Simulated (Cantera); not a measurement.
Cantera run:

```python
import numpy as np
import cantera as ct

gas_names = [...]  # 131 gases of nasa_gas.yaml made of C, H, O
cond_names = """
    C(gr) C6H6(L) C7H8(L) C8H18(L),n-octa H2O(s) H2O(L)
""".split()


# ... load() reads the species with a 1 bar reference pressure and builds the phases ...
atoms = {
    'CH3OH': {'C': 1, 'H': 4, 'O': 1},
    'H2': {'H': 2},
}
top_T = {'C(gr)': 4500}  # K; cautious upper limits of use, not melting points


# ... equilibrate(T, P, feed) seeds the gas with the atoms and calls Mixture.equilibrate('TP', solver="vcs", rtol=1e-11, max_steps=5000) ...
results = []
feed = {'CH3OH': 1, 'H2': 25}  # mol
P = 100000  # Pa
for T in [3000, 3250, 3500, 3750, 4000, 4250, 4500, 4750, 5000]:
    mix = equilibrate(T, P, feed)
    results.append((T, P, feed, dict(zip(mix.species_names, mix.species_moles))))
    x = sorted(zip(gas.X, gas.species_names), reverse=True)
    print(f"T = {T:g} K  P = {P:g} Pa  gas = {mix.phase_moles(0):.4g} mol")
    print("   x: " + "  ".join(f"{s} {v:.3e}" for v, s in x if v > 1e-05))
    print("   condensed (mol): " + ("  ".join(f"{mix.phase(i).name} {mix.phase_moles(i):.4g}"
          for i in range(1, mix.n_phases) if mix.phase_moles(i) > 1e-12) or "none"))
```

It prints:

```
T = 3000 K  P = 100000 Pa  gas = 30.16 mol
   x: H2 8.235e-01  H 1.433e-01  CO 3.314e-02  H2O 1.924e-05
   condensed (mol): none
T = 3250 K  P = 100000 Pa  gas = 32.34 mol
   x: H2 7.004e-01  H 2.687e-01  CO 3.090e-02  H2O 1.628e-05
   condensed (mol): none
T = 3500 K  P = 100000 Pa  gas = 35.75 mol
   x: H2 5.386e-01  H 4.334e-01  CO 2.795e-02  H2O 1.495e-05  C 1.306e-05
   condensed (mol): none
T = 3750 K  P = 100000 Pa  gas = 40.22 mol
   x: H 6.077e-01  H2 3.674e-01  CO 2.482e-02  C 3.187e-05  H2O 1.435e-05  OH 1.242e-05  O 1.173e-05
   condensed (mol): none
T = 4000 K  P = 100000 Pa  gas = 44.95 mol
   x: H 7.539e-01  H2 2.237e-01  CO 2.217e-02  C 7.079e-05  O 4.287e-05  OH 2.264e-05  H2O 1.150e-05
   condensed (mol): none
T = 4250 K  P = 100000 Pa  gas = 48.84 mol
   x: H 8.531e-01  H2 1.262e-01  CO 2.031e-02  C 1.575e-04  O 1.241e-04  OH 3.314e-05
   condensed (mol): none
T = 4500 K  P = 100000 Pa  gas = 51.45 mol
   x: H 9.108e-01  H2 6.939e-02  CO 1.909e-02  C 3.421e-04  O 3.045e-04  OH 4.240e-05
   condensed (mol): none
T = 4750 K  P = 100000 Pa  gas = 52.99 mol
   x: H 9.418e-01  H2 3.861e-02  CO 1.815e-02  C 7.057e-04  O 6.651e-04  OH 5.035e-05  CH 1.021e-05
   condensed (mol): none
T = 5000 K  P = 100000 Pa  gas = 53.88 mol
   x: H 9.579e-01  H2 2.218e-02  CO 1.718e-02  C 1.364e-03  O 1.322e-03  OH 5.705e-05  CH 1.282e-05
   condensed (mol): none
```

Method: chemical equilibrium by Gibbs-energy minimisation in Cantera with the NASA 1993 tables (ideal gas, pure condensed phases).
